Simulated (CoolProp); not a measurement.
The fluid at 399.6 K and 5.58 MPa (liquid) is heated at constant pressure to 469.2 K. The same conditions are run with several fluids, on thermodynamics alone (safety and materials aside).

Values from CoolProp's reference Helmholtz-energy equation of state of each fluid (toluene: Lemmon 2006; R11: Jacobsen 1992; hexamethyldisiloxane (MM): Thol 2016; tetrahydrofuran: Fiedler 2023).

```tsv
fluid	heat (kJ/kg)	final density (kg/m³)
toluene	?	696
R11	80.3	893
hexamethyldisiloxane (MM)	?	?
tetrahydrofuran	160	?
```

What belongs in the gaps?


- toluene, heat (kJ/kg): 152
- hexamethyldisiloxane (MM), heat (kJ/kg): 157
- hexamethyldisiloxane (MM), final density (kg/m³): 577
- tetrahydrofuran, final density (kg/m³): 672
